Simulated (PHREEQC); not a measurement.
Solution (25 °C): 0.084 mol/kgw KCl, 0.00012 mol/kgw HNO3 and 0.0045 mol/kgw NiSO4. Closed to the air; pH follows from the charge balance.

Model: ion-association model, wateq4f.dat, run in PHREEQC.

Problem. The ionic strength comes out as 0.0985 mol/kgw. What activity coefficients do Ni+2, SO4-2, KSO4-, H+, K+ get?

Solution. Ni+2 0.37, SO4-2 0.37, KSO4- 0.79, H+ 0.83, K+ 0.77.

No solid was allowed to form. Species that the database lacks are ignored.
